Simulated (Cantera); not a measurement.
Feed: 1 mol Ta2O5, 14 mol H2, 2.7 mol H2O, at 210 Pa.

Equilibrium computed with Cantera from the NASA thermochemical tables; the gas is ideal and each condensed phase is pure. Candidate condensed phases: H2O, Ta, Ta2O5; 12 gas species. The numbers say what is thermodynamically allowed, not how fast it happens.

x: gas mole fraction; n: condensed amount in mol.

```csv
T (K),x H2,x H2O,x H,x OH,x TaO2,x O,n Ta2O5(s),n Ta2O5(l)
1273,0.838,0.162,1.42e-5,3.17e-8,<1e-12,<1e-12,1.00,0
1373,0.838,0.162,6.65e-5,2.29e-7,<1e-12,1.68e-11,1.00,0
1473,0.838,0.162,0.000253,1.27e-6,3.29e-11,3.36e-10,1.00,0
1573,0.838,0.162,0.000812,5.66e-6,1.05e-9,4.61e-9,1.00,0
1673,0.836,0.161,0.00227,2.11e-5,2.17e-8,4.64e-8,1.00,0
1773,0.833,0.161,(withheld),(withheld),(withheld),(withheld),1.000,0
1873,0.827,0.160,0.0128,0.000193,3.39e-6,2.26e-6,1.000,0
1973,0.814,0.159,(withheld),(withheld),(withheld),(withheld),1.000,0
2073,0.791,0.156,0.0511,0.00115,0.000186,5.31e-5,0,0.998
```

Task: Fill in the missing entries.

Result: 
- 1973, x H: 0.0266
- 1973, x OH: 0.000493
- 1973, x TaO2: 2.84e-5
- 1973, x O: 1.18e-5
- 1773, x H: 0.00567
- 1773, x OH: 6.79e-5
- 1773, x TaO2: 3.15e-7
- 1773, x O: 3.61e-7
